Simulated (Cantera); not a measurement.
Input (Python, Cantera) and output of one run.

```python
import numpy as np
import cantera as ct

gas_names = """
    CL CL2 H HCL H2 Si SiCL SiCL2 SiCL3 SiCL4 SiH SiHCL3 SiH2 SiH2CL2 SiH3 SiH3CL SiH4 Si2 Si3
""".split()
cond_names = """
    Si(cr) Si(L)
""".split()


# ... load() reads the species with a 1 bar reference pressure and builds the phases ...
atoms = {
    'Si2Cl6': {'Si': 2, 'CL': 6},
    'HCl': {'H': 1, 'CL': 1},
    'H2': {'H': 2},
}
top_T = {}  # K; cautious upper limits of use, not melting points


# ... equilibrate(T, P, feed) seeds the gas with the atoms and calls Mixture.equilibrate('TP', solver="vcs", rtol=1e-11, max_steps=5000) ...
results = []
feed = {'Si2Cl6': 1, 'HCl': 0.15, 'H2': 690}  # mol
T = 975  # K
P = 150000  # Pa
mix = equilibrate(T, P, feed)
results.append((T, P, feed, dict(zip(mix.species_names, mix.species_moles))))
x = sorted(zip(gas.X, gas.species_names), reverse=True)
print(f"T = {T:g} K  P = {P:g} Pa  gas = {mix.phase_moles(0):.4g} mol")
print("   x: " + "  ".join(f"{s} {v:.3e}" for v, s in x if v > 1e-05))
print("   condensed (mol): " + ("  ".join(f"{mix.phase(i).name} {mix.phase_moles(i):.4g}"
      for i in range(1, mix.n_phases) if mix.phase_moles(i) > 1e-12) or "none"))
```

Output:

```
T = 975 K  P = 150000 Pa  gas = 691.7 mol
   x: H2 9.955e-01  HCL 2.354e-03  SiHCL3 1.252e-03  SiCL4 5.177e-04  SiH2CL2 3.170e-04  SiH3CL 2.028e-05  SiCL3 1.282e-05
   condensed (mol): Si(cr) 0.5271
```

Method: chemical equilibrium by Gibbs-energy minimisation in Cantera with the NASA 1993 tables (ideal gas, pure condensed phases). The feed counts by its element totals alone. The tables' values for SiCl3 are old estimates; treat these amounts as uncertain.
